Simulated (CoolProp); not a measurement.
A single-stage vapour-compression cycle with R115: evaporating at 256.15 K (dew point), condensing at 295.15 K (bubble point), superheat 8 K, subcooling 0 K, compressor efficiency 0.9, no pressure losses. Each further row changes one setting.

Values from CoolProp's reference Helmholtz-energy equation of state, Lemmon 2016.

```csv
case,cooling COP,pressure ratio,discharge temperature (K),refrigerating effect (kJ/kg),volumetric capacity (kJ/m³)
as stated,4.58,3.36,299.3,81.7,1540
evaporating temperature 261.15 K,5.53,2.82,299.6,84.5,1880
condensing temperature 290.15 K,5.49,2.94,294.9,87.1,1640
subcooling 5 K,4.88,3.36,299.3,87.1,1640
superheat 18 K,4.72,3.36,309.0,88.8,1590
compressor efficiency 0.8,4.07,3.36,301.9,81.7,1540
```
